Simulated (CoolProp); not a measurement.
Vapour-liquid equilibrium of toluene (1) + n-dodecane (2) at 509.1 K; x and y are mole fractions of (1).

The numbers come from the multi-fluid Helmholtz-energy mixture model, Lemmon 2006 and Lemmon 2004; pair parameters Bell 2016 in CoolProp.

Q: Give the bubble pressure and the first vapour's composition at x = 0.05, 0.2, 0.65. Is there an azeotrope?

A: x = 0.05: 1.957 bar, y = 0.214; x = 0.2: 3.294 bar, y = 0.583; x = 0.65: 8.525 bar, y = 0.915. No azeotrope shows between x = 0.05 and 0.95.

Pair parameters are fitted to limited data, so mixtures are less certain than the pure fluids.
